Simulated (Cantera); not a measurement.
An adiabatic, constant-volume homogeneous reactor starts with CH4 : O2 : N2 = 1 : 2.6 : 13.8 (molar parts), equivalence ratio 0.77, at 1550 K and 1100000 Pa. Integrator tolerance rtol = 1e-08.

Model: GRI-Mech 3.0 (53 species, 325 reactions), integrated in Cantera.

Q: What does this change do: 0.14 parts H2 added?

A: 
```
quantity                                                            before                                    after
---------------------------------  ---------------------------------------  ---------------------------------------
time of steepest temperature rise                                 0.127 ms                                  75.5 µs
temperature at 4.00 s                                               2808 K                                   2836 K
equilibrium temperature                                             2808 K                                   2836 K
x(CH4) at 4.00 s                     <1e-12 (gas-phase equilibrium <1e-12)    <1e-12 (gas-phase equilibrium <1e-12)
x(O2) at 4.00 s                      0.0300 (gas-phase equilibrium 0.0300)    0.0269 (gas-phase equilibrium 0.0269)
x(N2O) at 4.00 s                   3.50e-6 (gas-phase equilibrium 3.50e-6)  3.44e-6 (gas-phase equilibrium 3.44e-6)
x(H2O) at 4.00 s                       0.105 (gas-phase equilibrium 0.105)      0.111 (gas-phase equilibrium 0.111)
x(CO2) at 4.00 s                     0.0473 (gas-phase equilibrium 0.0473)    0.0456 (gas-phase equilibrium 0.0456)
x(C2H6) at 4.00 s                    <1e-12 (gas-phase equilibrium <1e-12)    <1e-12 (gas-phase equilibrium <1e-12)
```
